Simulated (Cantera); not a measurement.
Input (Python, Cantera) and output of one run.

```python
import numpy as np
import cantera as ct

gas_names = """
    C CH CH2 CH3 CH2OH CH3O CH4 CH3OH CO CO2 COOH C2 C2H CHCO,ketyl C2H2,acetylene C2H2,vinylidene
    CH2CO,ketene C2H3,vinyl CH3CO,acetyl C2H4 C2H4O,ethylen CH3CHO,ethanal CH3COOH (HCOOH)2 C2H5 C2H6
    CH3OCH3 C2H5OH C2O C3 C3H3,propargyl C3H4,allene C3H4,propyne C3H4,cyclo- C3H5,allyl C3H6,propylene
    C3H6,cyclo- C3H6O C3H7,n-propyl C3H7,i-propyl C3H8 C3H8O,1propanol C3H8O,2propanol C3O2 C4 C4H2
    C4H4,1,3-cyclo- C4H6,butadiene C4H6,2-butyne C4H6,cyclo- C4H8,1-butene C4H8,cis2-buten
    C4H8,tr2-butene C4H8,isobutene C4H8,cyclo- (CH3COOH)2 C4H9,n-butyl C4H9,i-butyl C4H9,s-butyl
    C4H9,t-butyl C4H10,isobutane C4H10,n-butane C5 C5H6,1,3cyclo- C5H8,cyclo- C5H10,1-pentene
    C5H10,cyclo- C5H11,pentyl C5H11,t-pentyl C5H12,n-pentane C5H12,i-pentane CH3C(CH3)2CH3 C6H2
    C6H5,phenyl C6H5O,phenoxy C6H6 C6H5OH,phenol C6H10,cyclo- C6H12,1-hexene C6H12,cyclo- C6H13,n-hexyl
    C7H7,benzyl C7H8 C7H8O,cresol C7H14,1-heptene C7H15,n-heptyl C7H16,n-heptane C8H8,styrene
    C8H10,ethylbenz C8H16,1-octene C8H17,n-octyl C8H18,isooctane C8H18,n-octane C9H19,n-nonyl
    C10H8,naphthale C10H21,n-decyl C12H9,o-bipheny C12H10,bipheny Ca CaO CaOH CaO2H2 Ca2 H HCO HO2 H2
    HCHO,formaldehy HCOOH H2O H2O2 O OH O2 O3
""".split()
cond_names = """
    C(gr) C6H6(L) C7H8(L) C8H18(L),n-octa Ca(a) Ca(b) Ca(L) CaCO3(caL) CaO(s) CaO(L) CaO2H2(s) H2O(s)
    H2O(L)
""".split()


def load(file, names, dense=False):
    # The tables refer to 1 bar. Condensed volumes are neglected.
    table = {s.name: s for s in ct.Species.list_from_file(file)}
    out = []
    for n in names:
        d = dict(table[n].input_data)
        d["thermo"] = dict(d["thermo"], **{"reference-pressure": 1e5})
        if dense:
            d["equation-of-state"] = {"model": "constant-volume", "density": "1e6 g/cm^3"}
        out.append(ct.Species.from_dict(d))
    return out


gas = ct.Solution(thermo="ideal-gas", species=load("nasa_gas.yaml", gas_names))
cond = {s.name: ct.Solution(thermo="fixed-stoichiometry", species=[s], name=s.name)
        for s in load("nasa_condensed.yaml", cond_names, dense=True)}
atoms = {
    'CaCO3': {'Ca': 1, 'C': 1, 'O': 3},
    'H2O': {'H': 2, 'O': 1},
    'CO2': {'C': 1, 'O': 2},
}
top_T = {'C(gr)': 4500}  # K; cautious upper limits of use, not melting points


def equilibrate(T, P, feed):
    n = {}
    for name, mol in feed.items():
        for a, k in atoms[name].items():
            n[a] = n.get(a, 0.0) + k * mol
    gas.TPX = T, P, n
    mass = sum(n.values()) * gas.mean_molecular_weight
    gas.equilibrate("TP")
    valid = [c for c in cond.values() if c.min_temp <= T <= top_T.get(c.name, c.max_temp)]
    mix = ct.Mixture([(gas, mass / gas.mean_molecular_weight)] + [(c, 0.0) for c in valid])
    mix.T, mix.P = T, P
    mix.equilibrate("TP", solver="vcs", rtol=1e-11, max_steps=5000)
    return mix


results = []
feed = {'CaCO3': 1, 'H2O': 0.55, 'CO2': 1.2}  # mol
P = 1333.22  # Pa
for T in [750, 850, 950, 1050, 1150, 1250, 1350, 1450, 1550, 1650, 1750, 1850, 1950, 2050]:
    mix = equilibrate(T, P, feed)
    results.append((T, P, feed, dict(zip(mix.species_names, mix.species_moles))))

top = {s: max(r[3][s] / sum(r[3][g] for g in gas_names) for r in results) for s in gas_names}
cols = sorted((s for s in top if top[s] > 0.001), key=lambda s: -top[s])[:7]
seen = [c for c in cond_names if any(r[3].get(c, 0) > 1e-12 for r in results)]
print("log10 of partial pressures in bar; condensed amounts in mol")
print(f"{'T/K':>10s}" + "".join(f"{s[:9]:>10s}" for s in cols + seen))
for T, P, feed, n in results:
    ng = sum(n[g] for g in gas_names)
    print(f"{T:10.4g}" + "".join(f"{np.log10(max(n[s] / ng * P / 1e5, 1e-99)):10.3f}" for s in cols)
          + "".join(f"{n.get(c, 0):10.4g}" for c in seen))
```

Output:

```
log10 of partial pressures in bar; condensed amounts in mol
       T/K       CO2       H2O        CO        O2        OH        H2         O CaCO3(caL    CaO(s)
       750    -2.039    -2.378   -11.525   -11.316   -13.113   -11.077   -19.852         1         0
       850    -2.039    -2.378    -9.933    -9.857   -11.420    -9.787   -17.059         1         0
       950    -1.972    -2.574    -8.595    -8.739   -10.189    -8.944   -14.868         0         1
      1050    -1.972    -2.574    -7.592    -7.786    -9.099    -8.123   -13.068         0         1
      1150    -1.972    -2.574    -6.768    -6.992    -8.197    -7.445   -11.577         0         1
      1250    -1.972    -2.574    -6.078    -6.323    -7.439    -6.875   -10.321         0         1
      1350    -1.972    -2.574    -5.493    -5.752    -6.792    -6.388    -9.251         0         1
      1450    -1.973    -2.574    -4.990    -5.259    -6.235    -5.968    -8.327         0         1
      1550    -1.974    -2.575    -4.554    -4.831    -5.749    -5.602    -7.522         0         1
      1650    -1.976    -2.577    -4.172    -4.455    -5.324    -5.279    -6.814         0         1
      1750    -1.981    -2.579    -3.836    -4.125    -4.948    -4.994    -6.189         0         1
      1850    -1.989    -2.585    -3.540    -3.834    -4.615    -4.739    -5.632         0         1
      1950    -2.004    -2.594    -3.280    -3.579    -4.320    -4.512    -5.135         0         1
      2050    -2.028    -2.609    -3.052    -3.356    -4.059    -4.310    -4.690         0    0.9999
```

These are equilibrium values from Cantera (NASA tables, ideal gas, pure condensed phases), not measurements of a reactor.
